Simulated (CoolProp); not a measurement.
R22 along the isotherm 23.95 °C: Z from the reference equation and from simpler models built on Tc = 96.1 °C, pc = 49.90 bar, ω = 0.221; each cubic takes its own stable root.

Model: reference Helmholtz-energy equation of state, Kamei 1995, in CoolProp.

```
p (bar)   phase  reference
-------  ------  ---------
0.0789      gas     0.9989
0.14        gas     0.9980
0.25        gas     0.9964
0.444       gas     0.9936
0.789       gas     0.9885
1.4         gas     0.9794
2.5         gas     0.9627
4.44        gas     0.9318
7.89        gas     0.8714
14       liquid    0.04094
25       liquid    0.07271
```

Task: How far does each simpler model (van der Waals, Redlich-Kwong, Peng-Robinson) lie from the reference over these 11 states: mean and median of the absolute difference, and the worst?

Result: 
- van der Waals: mean 183.5 %, median 0.7 %, worst +1942.7 % at 23.95 °C and 14 bar
- Redlich-Kwong: mean 3.5 %, median 0.3 %, worst +17.6 % at 23.95 °C and 14 bar
- Peng-Robinson: mean 0.2 %, median 0.0 %, worst -1.0 % at 23.95 °C and 25 bar

At some of these states van der Waals gives the other phase, because its saturation line lies elsewhere.
